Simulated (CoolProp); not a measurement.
Vapour-liquid equilibrium of n-pentane (1) + toluene (2) at 4.86 bar; x and y are mole fractions of (1).

Model: multi-fluid Helmholtz-energy mixture model, Thol 2019 and Lemmon 2006; pair parameters Bell 2016, in CoolProp.

| x | bubble temperature (K) | y at the bubble point | dew temperature at overall composition x (K) | liquid density (mol/L) |
|---|---|---|---|---|
| 0.05 | [?] | 0.218 | 447.6 | [?] |
| 0.2 | [?] | 0.591 | 439.9 | 7.881 |
| 0.35 | 398.7 | 0.759 | 431.3 | 7.912 |
| 0.5 | [?] | 0.851 | [?] | 7.882 |
| 0.65 | 379.5 | [?] | 409.4 | 7.817 |
| 0.8 | 372.6 | 0.953 | 394.1 | 7.731 |
| 0.95 | 366.5 | 0.989 | [?] | 7.631 |

Question: Some entries are withheld; supply them.

Answer: 
- 0.05, bubble temperature (K): 439.0
- 0.05, liquid density (mol/L): 7.741
- 0.2, bubble temperature (K): 414.4
- 0.5, bubble temperature (K): 387.8
- 0.5, dew temperature at overall composition x (K): 421.4
- 0.65, y at the bubble point: 0.909
- 0.95, dew temperature at overall composition x (K): 373.1

No azeotrope shows between x = 0.05 and 0.95.

Pair parameters are fitted to limited data, so mixtures are less certain than the pure fluids.
